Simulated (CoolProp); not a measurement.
Model: reference Helmholtz-energy equation of state, Thol 2015, in CoolProp.

Task: For octamethylcyclotetrasiloxane (D4), give the phase and the cp (kJ/(kg K)), cv (kJ/(kg K)), speed of sound (m/s) at 346.85 °C and 0.0426 MPa; 346.85 °C and 0.29 MPa; 346.85 °C and 3.75 MPa.

Result: 
- 346.85 °C and 0.0426 MPa: gas; cp 2.04, cv 2.01, speed of sound 132
- 346.85 °C and 0.29 MPa: gas; cp 2.06, cv 2.02, speed of sound 125
- 346.85 °C and 3.75 MPa: supercritical; cp 2.42, cv 2.07, speed of sound 166
